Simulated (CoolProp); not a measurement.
R1336mzz(Z) at several states: density (kg/m³) from the reference equation and from simpler models built on Tc = 444.5 K, pc = 2.904 MPa, ω = 0.386; each cubic takes its own stable root.

The numbers come from the reference Helmholtz-energy equation of state, McLinden 2020 in CoolProp.

```json
[
 {"T (K)": "476.4", "p (MPa)": "16.6", "phase": "supercritical", "reference": "980.2"},
 {"T (K)": "488.8", "p (MPa)": "0.816", "phase": "gas", "reference": "35.53"},
 {"T (K)": "466.4", "p (MPa)": "10.1", "phase": "supercritical", "reference": "912.8"},
 {"T (K)": "391.5", "p (MPa)": "0.241", "phase": "gas", "reference": "12.77"}
]
```

Question: How far does each simpler model (ideal gas, van der Waals, Redlich-Kwong, Soave-Redlich-Kwong, Peng-Robinson) lie from the reference over these 4 states: mean and median of the absolute difference, and the worst?

Answer: 
- ideal gas: mean 23.8 %, median 18.6 %, worst -53.2 % at 466.4 K and 10.1 MPa
- van der Waals: mean 14.9 %, median 15.0 %, worst -29.2 % at 466.4 K and 10.1 MPa
- Redlich-Kwong: mean 6.3 %, median 5.7 %, worst -13.4 % at 466.4 K and 10.1 MPa
- Soave-Redlich-Kwong: mean 7.2 %, median 6.4 %, worst -15.5 % at 466.4 K and 10.1 MPa
- Peng-Robinson: mean 2.6 %, median 1.9 %, worst -6.5 % at 466.4 K and 10.1 MPa
